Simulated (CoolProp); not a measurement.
R245ca along the isobar 41.3 bar: density (kg/m³) from the reference equation and from simpler models built on Tc = 447.6 K, pc = 39.41 bar, ω = 0.355; each cubic takes its own stable root.

The numbers come from the reference Helmholtz-energy equation of state, Zhou 2016 in CoolProp.

```
T (K)   phase  reference  van der Waals  Soave-Redlich-Kwong  Peng-Robinson
-----  ------  ---------  -------------  -------------------  -------------
220.7  liquid       1575          947.2                 1437           1614
231.2  liquid       1551          936.2                 1421           1597
241.6  liquid       1528          924.9                 1404           1579
252    liquid       1504          913.4                 1386           1560
262.5  liquid       1481          901.4                 1368           1540
272.9  liquid       1457          889.2                 1348           1519
283.3  liquid       1433          876.6                 1327           1496
293.8  liquid       1408          863.4                 1305           1472
304.2  liquid       1383          849.8                 1282           1447
314.6  liquid       1357          835.7                 1257           1420
325.1  liquid       1330          820.9                 1231           1391
335.5  liquid       1303          805.5                 1203           1360
345.9  liquid       1274          789.3                 1173           1327
356.3  liquid       1245          772.2                 1141           1291
```
